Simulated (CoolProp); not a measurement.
Saturation properties of c-C4F8 (RC318).

Computed with CoolProp (reference Helmholtz-energy equation of state, Platzer 1990). This equation is an older, rougher fit; its heat capacities, sound speeds and derivatives of the liquid may be far off and weren't checked against measurements.

| T (K) | p (bar) | liquid density (kg/m³) | vapour Z | liquid conductivity (mW/(m K)) |
|---|---|---|---|---|
| 258.8 | 0.7068 | 1645 | 0.9666 | 74.4 |
| 265.8 | 0.9568 | 1620 | 0.9581 | 72.9 |
| 272.8 | 1.272 | 1595 | 0.9482 | 71.4 |
| 279.7 | 1.655 | 1570 | 0.9370 | 69.8 |
| 286.7 | 2.131 | 1543 | 0.9241 | 68.1 |
| 293.6 | 2.695 | 1516 | 0.9097 | 66.4 |
| 300.6 | 3.377 | 1488 | 0.8935 | 64.6 |
| 307.6 | 4.183 | 1459 | 0.8754 | 62.7 |
| 314.5 | 5.110 | 1429 | 0.8556 | 60.8 |
| 321.5 | 6.201 | 1397 | 0.8334 | 58.9 |
| 328.4 | 7.438 | 1364 | 0.8093 | 56.9 |
| 335.4 | 8.872 | 1329 | 0.7823 | 54.9 |

It boils at 267.2 K under 1 atm.

Thermal conductivity comes from a separate model (Huber 2003), an estimate that may be off by 10 % or more.
